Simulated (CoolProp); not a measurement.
The fluid at 437.09 K and 0.339 MPa is throttled through a valve to 0.0443 MPa with no heat exchange. The same conditions are run with several fluids, on thermodynamics alone (safety and materials aside).

Computed with CoolProp (reference Helmholtz-energy equation of state of each fluid (propylene glycol: Eisenbach 2021; o-xylene: Zhou 2012; dodecamethylpentasiloxane (MD3M): Thol 2019; decamethylcyclopentasiloxane (D5): Thol 2019; decamethyltetrasiloxane (MD2M): Thol 2017)).

| fluid | temperature change (K) | final phase | final density (kg/m³) |
|---|---|---|---|
| propylene glycol | -0.9 | two-phase, vapour fraction 0.004 | ___ |
| o-xylene | -48.3 | two-phase, vapour fraction 0.290 | 5.13 |
| dodecamethylpentasiloxane (MD3M) | +0.1 | liquid | ___ |
| decamethylcyclopentasiloxane (D5) | +0.1 | liquid | ___ |
| decamethyltetrasiloxane (MD2M) | -0.7 | ___ | ___ |

Q: Some entries are withheld; supply them.

A: 
- propylene glycol, final density (kg/m³): 171
- dodecamethylpentasiloxane (MD3M), final density (kg/m³): 731
- decamethylcyclopentasiloxane (D5), final density (kg/m³): 802
- decamethyltetrasiloxane (MD2M), final phase: two-phase, vapour fraction 0.011
- decamethyltetrasiloxane (MD2M), final density (kg/m³): 242
